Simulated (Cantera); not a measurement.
Input: 1 mol FeCl3, 2.5 mol H2O, 0.25 mol H2, at 1330 Pa.

Equilibrium computed with Cantera from the NASA thermochemical tables; the gas is ideal and each condensed phase is pure. Candidate condensed phases: Fe, FeCl2, FeCl3, FeO, Fe(OH)2, Fe(OH)3, Fe2O3, Fe3O4, H2O; 22 gas species. The tables' stoichiometric FeO is somewhat more stable than real wüstite, so its field is too wide. FeO: taken at fixed stoichiometry. The numbers say what is thermodynamically allowed, not how fast it happens.

Question: Which condensed phases are stable at each of these points (T (K)): 1075, 1175, 1275, 1375, 1475, 1575, 1675, 1775, 1875, 1975, 2075?

Answer: 
| T (K) | condensed phases | Fe condensed (%) |
|---|---|---|
| 1075 | Fe3O4(s) | 82.5 |
| 1175 | Fe3O4(s) | 77.8 |
| 1275 | Fe3O4(s) | 75.7 |
| 1375 | Fe3O4(s) | 74.4 |
| 1475 | Fe3O4(s) | 70.3 |
| 1575 | Fe3O4(s) | 61.1 |
| 1675 | Fe3O4(s) | 50.2 |
| 1775 | Fe3O4(s) | 39.5 |
| 1875 | FeO(l) | 33.2 |
| 1975 | FeO(l) | 32.8 |
| 2075 | FeO(l) | 32.4 |

From 1075 K to 1775 K the condensed part is Fe3O4(s). From 1875 K to 2075 K the condensed part is FeO(l).
